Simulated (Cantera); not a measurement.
Input: 1 mol Si, 0.012 mol N₂O, 3.7 mol H₂, held at 0.133 bar.

Equilibrium computed with Cantera from the NASA thermochemical tables; the gas is ideal and each condensed phase is pure. Candidate condensed phases: H₂O, Si, SiO₂, Si₂N₂O, Si₃N₄; 35 gas species. Mutual solubility and eutectic melting of coexisting phases are not modelled. Gases not in the tables: Si₂H₆ and higher silanes. Equilibrium is a limit: real reactors are often held back by kinetics, nucleation or transport.

Problem. Which condensed phases are stable at each of these points (T (°C)): 650, 750, 850, 950, 1050, 1150, 1250, 1350, 1450, 1550, 1650, 1750, 1850, 1950?

Solution. 
| T (°C) | condensed phases | Si condensed (%) |
|---|---|---|
| 650 | Si(s) + Si₂N₂O(s) | 100.0 |
| 750 | Si(s) + Si₂N₂O(s) | 100.0 |
| 850 | Si(s) + Si₂N₂O(s) | 100.0 |
| 950 | Si(s) + Si₂N₂O(s) | 100.0 |
| 1050 | Si(s) + Si₂N₂O(s) | 100.0 |
| 1150 | Si(s) + Si₂N₂O(s) | 100.0 |
| 1250 | Si(s) + Si₂N₂O(s) | 100.0 |
| 1350 | Si(s) + Si₂N₂O(s) | 99.8 |
| 1450 | Si(l) | 98.8 |
| 1550 | Si(l) | 98.8 |
| 1650 | Si(l) | 98.7 |
| 1750 | Si(l) | 98.6 |
| 1850 | Si(l) | 98.1 |
| 1950 | Si(l) | 97.1 |

From 650 °C to 1350 °C the condensed part is Si(s) + Si₂N₂O(s). From 1450 °C to 1950 °C the condensed part is Si(l).
